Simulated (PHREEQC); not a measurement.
Consider water at 79 °C with 0.016 mol Cu(BF4)2, 0.00017 mol H2SO4 and 0.00015 mol NaOH per kg of water. Closed to the air; pH follows from the charge balance.

The numbers come from PHREEQC with the ion-association model, phreeqc.dat.

```json
{
 "pH": "2.94",
 "ionic_strength": "0.0482 mol/kgw",
 "total_alkalinity": "-96.2 meq/kg"
}
```

| species | molality | activity | log γ |
|---|---|---|---|
| BF4- | 0.0253 | 0.0204 | -0.094 |
| Cu+2 | 0.0153 | 0.00691 | -0.346 |
| HF | 0.0125 | 0.0126 | 0.005 |
| F- | 0.00318 | 0.00253 | -0.099 |
| H3BO3 | 0.00275 | 0.00278 | 0.005 |
| BF3OH- | 0.00227 | 0.00183 | -0.094 |
| BF2(OH)2- | 0.00165 | 0.00133 | -0.094 |
| H+ | 0.00136 | 0.00115 | -0.075 |
| CuF+ | 0.000600 | 0.000483 | -0.094 |
| HF2- | 0.000170 | 0.000137 | -0.094 |

Precipitation was switched off in this run. Away from 25 °C the constants follow the database's enthalpies or fits; those with neither stay at their 25 °C values. Real BF4- forms and hydrolyses slowly; the run takes it at equilibrium.
